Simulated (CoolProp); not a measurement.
The numbers come from the reference Helmholtz-energy equation of state, Lemmon and Jacobsen 2000 in CoolProp.

For R143a, give the phase and the cv (kJ/(kg K)), speed of sound (m/s), isothermal compressibility (1/MPa), expansivity (1/kK) at 353.6 K and 2.26 MPa; 353.6 K and 3.95 MPa; 353.6 K and 4.51 MPa.


- 353.6 K and 2.26 MPa: gas; cv 1.02, speed of sound 160, isothermal compressibility 0.607, expansivity 6.86
- 353.6 K and 3.95 MPa: supercritical; cv 1.17, speed of sound 119, isothermal compressibility 0.866, expansivity 36.5
- 353.6 K and 4.51 MPa: supercritical; cv 1.22, speed of sound 115, isothermal compressibility 0.917, expansivity 90.1
